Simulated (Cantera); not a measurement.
Feed: 1 mol n-butane, 0.29 mol O₂, at 2525 °C and 0.290 bar.

Equilibrium computed with Cantera from the NASA thermochemical tables; the gas is ideal and each condensed phase is pure. Candidate condensed phases: C, C₆H₆, C₇H₈, C₈H₁₈, H₂O; 110 gas species. Rates play no part.

Base state: H₂ 0.747, H 0.130, CO 0.0971, C₂H₂ (acetylene) 0.0247, C₂H 0.000543, C₄H₂ 0.000341, C₃ 0.000106, C₂H₂ (vinylidene) 4.73e-5 (mole fractions); condensed: C(graphite).

Question: What changes in the equilibrium state with this change: temperature from 2525 °C to 1925 °C?

Answer: 
```json
[
 {"species": "H₂", "before": "0.747", "after": "0.885"},
 {"species": "CO", "before": "0.0971", "after": "0.103"},
 {"species": "H", "before": "0.130", "after": "0.00973"},
 {"species": "C₂H₂ (acetylene)", "before": "0.0247", "after": "0.00224"},
 {"species": "C₃", "before": "0.000106", "after": "8.00e-9"},
 {"species": "C₂", "before": "1.04e-5", "after": "<1e-9"},
 {"species": "C", "before": "2.22e-5", "after": "5.08e-9"},
 {"species": "C₂H", "before": "0.000543", "after": "8.49e-7"},
 {"species": "C(graphite), mol", "before": "3.11", "after": "3.39"}
]
```

Question: What changes in the equilibrium state with this change: pressure from 0.290 bar to 0.100 bar?

Answer: 
| species | before | after |
|---|---|---|
| H₂ | 0.747 | 0.672 |
| H | 0.130 | 0.211 |
| CO | 0.0971 | 0.0929 |
| C₂H₂ (acetylene) | 0.0247 | 0.0223 |
| CH₄ | 1.59e-5 | 4.44e-6 |
| C₃ | 0.000106 | 0.000308 |
| C(graphite), mol | 3.11 | 3.12 |
